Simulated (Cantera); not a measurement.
# Counterflow diffusion flame

A counterflow diffusion flame at 1.68 atm, nozzles 20 mm apart: fuel side 40.7 % CH4, 10.6 % CO, 48.8 % N2 at 573 K, oxidiser side 26.0 % O2, 74.0 % N2 at 450 K, fuel mass flux 0.83 times the oxidiser's; mixture-averaged transport, no radiation.

Computed with Cantera and GRI-Mech 3.0 (53 species, 325 reactions). GRI-Mech 3.0 has no aromatics or soot, which form on the fuel side of real flames. The maximum strain rate includes the flame's own expansion and is several times the mean.

```csv
oxidiser flux (kg/m²/s),max strain (1/s),mean strain (1/s),T max (K),peak x OH,peak x H,peak x NO,peak x CO,peak x C2H2
0.42,164,37.0,2248,0.00857,0.00304,0.000412,0.106,0.0109
0.59,222,52.0,2227,0.00871,0.00323,0.000381,0.106,0.0102
0.83,304,73.1,2208,0.00880,0.00341,0.000351,0.106,0.00954
1.2,427,106,2192,0.00891,0.00362,0.000320,0.106,0.00887
1.6,558,141,2179,0.00895,0.00378,0.000294,0.106,0.00836
2.3,784,203,2160,0.00894,0.00397,0.000258,0.106,0.00775
3.2,1070,282,2141,0.00885,0.00412,0.000223,0.106,0.00717
4.4,1450,388,2122,0.00869,0.00424,0.000187,0.106,0.00657
6.2,2000,546,2097,0.00841,0.00431,0.000147,0.106,0.00585
8.6,2730,758,2067,0.00799,0.00429,0.000109,0.106,0.00505
```
x: mole fraction; the columns are a selection and need not sum to one.
